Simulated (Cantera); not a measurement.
Input: 1 mol Ta2O5, 3.7 mol CH4, 1.8 mol H2, held at 1200 Pa.

Method: chemical equilibrium by Gibbs-energy minimisation in Cantera with the NASA 1993 tables (ideal gas, pure condensed phases). Candidate condensed phases: C, C6H6, C7H8, C8H18, H2O, Ta, TaC, Ta2O5; 113 gas species. Mutual solubility and eutectic melting of coexisting phases are not modelled. TaC: taken at fixed stoichiometry. Condensed phases not in the tables: Ta2C. Kinetics and transport are ignored.

**Question.** At 1502 °C, list the 4 most abundant gas species with their mole fractions, and the condensed phases.

**Answer.** H2 0.774, CO 0.223, H 0.00232, H2O 0.00108. Condensed: TaC(s) + Ta2O5(s).
